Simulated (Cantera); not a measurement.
Diamond growth

A diamond (100) surface in a fixed gas of H2 with x(CH4) = 0.0035, x(H) = 0.016, at 1350 K, 1200 Pa; coverages are run to steady state.

Detailed kinetics in Cantera: the Harris–Goodwin 1993 mechanism for the reconstructed diamond (100) surface.

```json
[
 {"x(CH3)": "1e-06", "growth (µm/h)": "0.00246", "θ c6HH": "0.352", "θ c6H*": "0.0546", "θ c6*H": "0.538", "θ c6**": "0.0551", "θ c6HM": "2.25e-7"},
 {"x(CH3)": "2.8e-06", "growth (µm/h)": "0.00689", "θ c6HH": "0.352", "θ c6H*": "0.0546", "θ c6*H": "0.538", "θ c6**": "0.0551", "θ c6HM": "6.31e-7"},
 {"x(CH3)": "8e-06", "growth (µm/h)": "0.0197", "θ c6HH": "0.352", "θ c6H*": "0.0546", "θ c6*H": "0.538", "θ c6**": "0.0551", "θ c6HM": "1.80e-6"},
 {"x(CH3)": "2.3e-05", "growth (µm/h)": "0.0566", "θ c6HH": "0.352", "θ c6H*": "0.0546", "θ c6*H": "0.538", "θ c6**": "0.0551", "θ c6HM": "5.18e-6"},
 {"x(CH3)": "6.4e-05", "growth (µm/h)": "0.157", "θ c6HH": "0.352", "θ c6H*": "0.0546", "θ c6*H": "0.538", "θ c6**": "0.0550", "θ c6HM": "1.44e-5"},
 {"x(CH3)": "0.00018", "growth (µm/h)": "0.442", "θ c6HH": "0.352", "θ c6H*": "0.0546", "θ c6*H": "0.538", "θ c6**": "0.0549", "θ c6HM": "4.05e-5"},
 {"x(CH3)": "0.00051", "growth (µm/h)": "1.25", "θ c6HH": "0.352", "θ c6H*": "0.0546", "θ c6*H": "0.538", "θ c6**": "0.0547", "θ c6HM": "0.000114"},
 {"x(CH3)": "0.0014", "growth (µm/h)": "3.38", "θ c6HH": "0.352", "θ c6H*": "0.0545", "θ c6*H": "0.537", "θ c6**": "0.0540", "θ c6HM": "0.000313"},
 {"x(CH3)": "0.004", "growth (µm/h)": "9.35", "θ c6HH": "0.352", "θ c6H*": "0.0544", "θ c6*H": "0.536", "θ c6**": "0.0521", "θ c6HM": "0.000879"}
]
```
θ: site fractions in the mechanism's names (c6HH fully hydrogenated, c6H* and c6*H radical sites, c6** diradical, c6HM methylated).
